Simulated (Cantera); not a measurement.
Input: 1 mol Fe2O3, 5.9 mol CH4, 0.93 mol N2, held at 1473 K and 1.00 bar.

Cantera equilibrium calculation (NASA polynomials, part measured and part estimated; ideal gas, pure solids and liquids). Candidate condensed phases: C, C6H6, C7H8, C8H18, Fe, Fe(CO)5, FeO, Fe(OH)2, Fe(OH)3, Fe2O3, Fe3O4, H2O; 140 gas species. Iron dissolves carbon and melts from about 1420 K in contact with it, which pure phases cannot show. Condensed phases not in the tables: cementite and carbon dissolved in iron. The numbers say what is thermodynamically allowed, not how fast it happens.

Base state: H2 0.748, CO 0.191, N2 0.0591, CH4 0.00164, H2O 0.000299, HCN 0.000183, CO2 3.08e-5, H 1.09e-5 (mole fractions); condensed: C(graphite) + Fe(γ).

**Question.** What changes in the equilibrium state with this change: temperature from 1473 K to 1973.15 K?

**Answer.** 
```
species             before     after
----------------  --------  --------
H2                   0.748     0.747
CO                   0.191     0.191
N2                  0.0591    0.0576
HCN               0.000183   0.00275
CH4                0.00164  0.000254
Fe                 8.36e-8  0.000269
H                  1.09e-5   0.00117
C2H2 (acetylene)   4.87e-6  0.000479
C(graphite), mol      2.88      2.84
Fe(γ), mol            2.00         0
Fe(l), mol               0      2.00
```
